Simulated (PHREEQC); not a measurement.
**Sulfide liquor: speciation**

Consider water at 25 °C with 0.015 mol/kgw H2S and 0.00036 mol/kgw NaHCO3. Closed to the air; pH follows from the charge balance.

Model: ion-association model, phreeqc.dat, run in PHREEQC.

No solid was allowed to form.

Q: Estimate the pH, ionic strength.

A: pH 5.29; ionic strength 0.000365 mol/kgw.

Q: In which forms is S present?

A: H2S 98 %, HS- 2.2 % of the S.
